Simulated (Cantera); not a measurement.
Charge: 1 mol SiH4, 2.1 mol H2.

Method: chemical equilibrium by Gibbs-energy minimisation in Cantera with the NASA 1993 tables (ideal gas, pure condensed phases). Candidate condensed phases: Si; 9 gas species. The numbers say what is thermodynamically allowed, not how fast it happens.

### Question
What condenses at these points (T in K, P in Pa): (2325, 320); (2225, 3200); (1225, 1000); (2325, 100); (1925, 1000)?

### Answer
| T (K) | P in Pa | condensed phases | Si condensed (%) |
|---|---|---|---|
| 2325 | 320 | gas only | 0.0 |
| 2225 | 3200 | Si | 92.9 |
| 1225 | 1000 | Si | 100.0 |
| 2325 | 100 | gas only | 0.0 |
| 1925 | 1000 | Si | 99.2 |
